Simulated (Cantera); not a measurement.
**Ignition delay**

Mixture: H₂ : O₂ : N₂ = 1 : 0.385 : 2.42 (molar parts), at 7500 Torr, adiabatic and at constant pressure. Ignition delay is the time to a rise of 400 K.

Detailed kinetics in Cantera: the H2/O2 subset of GRI-Mech 3.0, which has no nitrogen chemistry. The hydrogen kinetics of GRI-Mech 3.0 are dated; newer H2 mechanisms differ, most at raised pressure. Where the delays flatten at high temperature, the 400 K rule measures the pace of heat release, not the induction time.

```json
[
 {"T0 (K)": "1300", "delay (ms)": "0.00686"},
 {"T0 (K)": "1400", "delay (ms)": "0.00324"},
 {"T0 (K)": "1500", "delay (ms)": "0.00207"},
 {"T0 (K)": "1600", "delay (ms)": "0.00150"},
 {"T0 (K)": "1700", "delay (ms)": "0.00119"},
 {"T0 (K)": "1800", "delay (ms)": "0.000998"},
 {"T0 (K)": "1900", "delay (ms)": "0.000887"}
]
```
